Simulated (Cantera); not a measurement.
Cantera run, input and output.

```python
import numpy as np
import cantera as ct

gas = ct.Solution("gri30.yaml")
gas.TPX = 1600, 22000, {'CO': 1, 'H2': 0.39, 'O2': 1.36, 'N2': 5.12, 'CO2': 0.43}
reactor = ct.IdealGasReactor(gas, energy="on", clone=False)
net = ct.ReactorNet([reactor])
net.rtol, net.atol = 1e-08, 1e-16
show = ['CO', 'H2', 'O2', 'CO2', 'H', 'N2O', 'HO2']
times = np.geomspace(8e-06, 5, 11)

steps = ct.SolutionArray(gas, extra=["t"])
rows = []
print(f"{'t/s':>10s}{'T/K':>9s}{'P/Pa':>11s}" + "".join(f"{s:>11s}" for s in show))
for t in times:
    while net.time < t:
        t_next = net.step()
        steps.append(gas.state, t=t_next)
    rows.append([np.interp(t, steps.t, y) for y in (steps.T, steps.P, *steps(*show).X.T)])
    print(f"{t:10.3e}{rows[-1][0]:9.1f}{rows[-1][1]:11.4g}" + "".join(f"{x:11.3e}" for x in rows[-1][2:]))
rate = np.gradient(steps.T, steps.t)
print("integrator steps:", len(steps.t))
if steps.T.max() > steps.T[0] + 200:
    print(f"time of steepest temperature rise: {steps.t[rate.argmax()]:.4e} s")
gas.TPX = 1600, 22000, {'CO': 1, 'H2': 0.39, 'O2': 1.36, 'N2': 5.12, 'CO2': 0.43}
gas.equilibrate("UV")
print(f"equilibrium (UV): T = {gas.T:.1f} K  " + "  ".join(f"{s} {gas[s].X[0]:.3e}" for s in show))
```

It prints:

```
       t/s      T/K       P/Pa         CO         H2         O2        CO2          H        N2O        HO2
 8.000e-06   1600.0    2.2e+04  1.205e-01  4.699e-02  1.639e-01  5.181e-02  4.499e-07  5.551e-13  2.483e-07
 3.039e-05   1600.0    2.2e+04  1.205e-01  4.694e-02  1.638e-01  5.181e-02  2.353e-05  1.003e-11  9.143e-07
 1.154e-04   1650.9  2.267e+04  9.947e-02  3.575e-03  1.195e-01  7.308e-02  1.855e-02  4.375e-08  5.670e-06
 4.384e-04   1872.4  2.541e+04  6.789e-02  4.337e-03  1.019e-01  1.067e-01  2.013e-02  6.470e-08  3.819e-06
 1.665e-03   2227.2  2.955e+04  5.832e-02  3.163e-03  1.017e-01  1.202e-01  7.805e-03  1.141e-07  2.238e-06
 6.325e-03   2533.8  3.296e+04  4.055e-02  1.846e-03  9.675e-02  1.416e-01  2.534e-03  3.307e-07  4.061e-06
 2.402e-02   2543.5  3.302e+04  3.849e-02  1.744e-03  9.230e-02  1.440e-01  2.231e-03  3.966e-07  4.189e-06
 9.124e-02   2540.0  3.296e+04  3.816e-02  1.733e-03  9.059e-02  1.444e-01  2.185e-03  4.246e-07  4.104e-06
 3.466e-01   2540.0  3.296e+04  3.816e-02  1.733e-03  9.058e-02  1.444e-01  2.184e-03  4.248e-07  4.104e-06
 1.316e+00   2540.0  3.296e+04  3.816e-02  1.733e-03  9.058e-02  1.444e-01  2.184e-03  4.248e-07  4.104e-06
 5.000e+00   2540.0  3.296e+04  3.816e-02  1.733e-03  9.058e-02  1.444e-01  2.184e-03  4.248e-07  4.104e-06
integrator steps: 1268
time of steepest temperature rise: 8.3848e-05 s
equilibrium (UV): T = 2540.0 K  CO 3.816e-02  H2 1.733e-03  O2 9.058e-02  CO2 1.444e-01  H 2.184e-03  N2O 4.248e-07  HO2 4.104e-06
```

Detailed kinetics in Cantera: GRI-Mech 3.0 (53 species, 325 reactions).
